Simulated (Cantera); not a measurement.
**Cu₂O + CH₄ + N₂ (carbothermic reduction)**

Feed: 1 mol Cu₂O, 1.5 mol CH₄, 1.7 mol N₂, held at 1600 Pa.

Method: chemical equilibrium by Gibbs-energy minimisation in Cantera with the NASA 1993 tables (ideal gas, pure condensed phases). Candidate condensed phases: C, C₆H₆, C₇H₈, C₈H₁₈, Cu, CuO, Cu(OH)₂, Cu₂O, H₂O; 139 gas species. The numbers say what is thermodynamically allowed, not how fast it happens.

```
T (K)  log p H₂  log p N₂  log p CO  log p H₂O  n C(graphite)  n Cu(s)  n Cu(l)
-----  --------  --------  --------  ---------  -------------  -------  -------
950       -2.08     -2.32     -2.56      -4.66          0.508     2.00        0
1025      -2.08     -2.32     -2.55      -5.20          0.501     2.00        0
1100      -2.07     -2.32     -2.55      -5.68          0.500     2.00        0
1175      -2.07     -2.32     -2.55      -6.09          0.500     2.00        0
1250      -2.07     -2.32     -2.55      -6.45          0.500     2.00        0
1325      -2.07     -2.32     -2.55      -6.77          0.499     2.00        0
1400      -2.07     -2.32     -2.55      -7.06          0.499        0     2.00
1475      -2.07     -2.32     -2.55      -7.31          0.498        0     2.00
```
log p: log10 of the partial pressure in bar; n: condensed amount in mol.

From 950 K to 1325 K the condensed part is C(graphite) + Cu(s). From 1400 K to 1475 K the condensed part is C(graphite) + Cu(l).
